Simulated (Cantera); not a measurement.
An isothermal, constant-pressure homogeneous reactor starts with 0.709 % CO, 2.27 % O₂, 2.55 % H₂O, 94.5 % N₂, equivalence ratio 0.16, at 1400 K and 97.5 Torr.

Detailed kinetics in Cantera: GRI-Mech 3.0 (53 species, 325 reactions).

x: mole fraction; the columns are a selection and need not sum to one.

```tsv
t (s)	x CO	x O₂	x H₂O	x OH	x H₂O₂
3.00e-6	0.00709	0.0227	0.0255	7.22e-12	<1e-12
1.18e-5	0.00709	0.0227	0.0255	3.07e-11	<1e-12
4.60e-5	0.00709	0.0227	0.0255	1.55e-10	<1e-12
0.000180	0.00709	0.0227	0.0255	…	<1e-12
0.000706	0.00709	0.0227	0.0255	…	2.99e-12
0.00277	0.00708	0.0227	0.0255	…	2.08e-11
0.0108	0.00295	0.0204	0.0240	…	6.10e-8
0.0425	0.000183	0.0191	0.0250	…	3.97e-8
0.166	1.66e-5	0.0192	0.0255	…	7.76e-9
0.652	1.60e-6	0.0192	0.0256	…	1.17e-9
2.55	2.81e-7	0.0192	0.0256	…	2.58e-10
10.0	1.42e-7	0.0192	0.0256	…	1.45e-10
```

### Question
What belongs in the gaps?

### Answer

- 0.000180, x OH: 1.10e-9
- 0.000706, x OH: 1.14e-8
- 0.00277, x OH: 6.13e-7
- 0.0108, x OH: 0.000734
- 0.0425, x OH: 0.000463
- 0.166, x OH: 0.000138
- 0.652, x OH: 4.49e-5
- 2.55, x OH: 1.97e-5
- 10.0, x OH: 1.44e-5
